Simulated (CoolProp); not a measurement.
Vapour-liquid equilibrium of R143a (1) + R134a (2) at 0.817 MPa; x and y are mole fractions of (1).

Values from CoolProp's multi-fluid Helmholtz-energy mixture model, Lemmon and Jacobsen 2000 and Tillner-Roth 1994; pair parameters Lemmon 2004.

| x | bubble temperature (K) | y at the bubble point | dew temperature at overall composition x (K) | liquid density (mol/L) |
|---|---|---|---|---|
| 0.05 | 303.8 | 0.079 | 304.4 | 11.58 |
| 0.15 | 301.2 | 0.225 | 302.6 | 11.62 |
| 0.25 | 298.6 | 0.356 | 300.7 | 11.66 |
| 0.35 | 296.1 | 0.474 | 298.7 | 11.69 |
| 0.45 | 293.8 | 0.579 | 296.6 | 11.72 |
| 0.55 | 291.5 | 0.674 | 294.4 | 11.74 |
| 0.65 | 289.3 | 0.760 | 292.1 | 11.76 |
| 0.75 | 287.2 | 0.837 | 289.6 | 11.78 |
| 0.85 | 285.2 | 0.907 | 286.9 | 11.79 |
| 0.95 | 283.3 | 0.970 | 283.9 | 11.80 |

No azeotrope shows between x = 0.05 and 0.95.

Pair parameters are fitted to limited data, so mixtures are less certain than the pure fluids.
